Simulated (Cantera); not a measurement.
**Ammonia decomposition in nitride growth gas**

A perfectly stirred reactor is fed with 57.7 % NH3, 42.3 % N2, at 0.132 atm; it is held at 1725 K, and followed from long to short residence time.

Cantera simulation using the gas-phase N/H chemistry of the illustrative SiF4/NH3 mechanism in the Surface Chemkin manual (1991); the numbers are that mechanism's predictions, not measurements. Walls and surfaces, which speed up NH3 decomposition in real reactors, are not modelled.

```tsv
τ (s)	x NH3	x N	x N2H2	x NH	x N2	x H
0.69	0.495	4.69e-8	1.08e-6	1.54e-6	0.427	1.31e-5
0.33	0.534	3.13e-8	1.21e-6	1.42e-6	0.425	6.79e-6
0.16	0.555	1.79e-8	1.27e-6	1.25e-6	0.424	3.46e-6
0.076	0.567	8.84e-9	1.27e-6	1.09e-6	0.424	1.69e-6
0.037	0.572	4.20e-9	1.21e-6	9.59e-7	0.423	8.31e-7
0.018	0.575	1.92e-9	1.08e-6	8.34e-7	0.423	4.00e-7
0.0085	0.576	8.04e-10	8.20e-7	6.67e-7	0.423	1.80e-7
```
x: mole fraction; the columns are a selection and need not sum to one.
